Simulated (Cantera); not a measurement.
Equilibrium for iron carbonyl, mercury and lead vapours: Pb + H₂ + N₂

Charge: 1 mol Pb, 0.99 mol H₂, 0.54 mol N₂, at 12.0 mbar.

Cantera equilibrium calculation (NASA polynomials, part measured and part estimated; ideal gas, pure solids and liquids). Candidate condensed phases: Pb; 11 gas species. The numbers say what is thermodynamically allowed, not how fast it happens.

At 573 K the condensed part is Pb(s). From 648 K to 1323 K the condensed part is Pb(l). At 1398 K nothing is condensed.

```csv
T (K),x H₂,x Pb,x N₂,x NH₃,x Pb₂,x H,n Pb(s),n Pb(l)
573,0.647,6.94e-11,0.353,0.000250,<1e-12,<1e-12,1.00,0
648,0.647,7.01e-9,0.353,7.16e-5,<1e-12,<1e-12,0,1.00
723,0.647,2.58e-7,0.353,2.60e-5,<1e-12,<1e-12,0,1.00
798,0.647,4.77e-6,0.353,1.13e-5,<1e-12,1.96e-11,0,1.000
873,0.647,5.30e-5,0.353,5.63e-6,1.87e-11,3.43e-10,0,1.000
948,0.647,0.000399,0.353,3.10e-6,5.52e-10,3.85e-9,0,0.999
1023,0.646,0.00222,0.352,1.85e-6,9.79e-9,3.04e-8,0,0.997
1098,0.641,0.00973,0.350,1.17e-6,1.16e-7,1.81e-7,0,0.985
1173,0.624,0.0351,0.341,7.51e-7,9.88e-7,8.50e-7,0,0.944
1248,0.577,0.108,0.315,4.54e-7,6.46e-6,3.24e-6,0,0.814
1323,0.457,0.293,0.250,2.10e-7,3.39e-5,9.79e-6,0,0.366
1398,0.391,0.395,0.213,1.17e-7,4.58e-5,2.70e-5,0,0
```
x: gas mole fraction; n: condensed amount in mol.
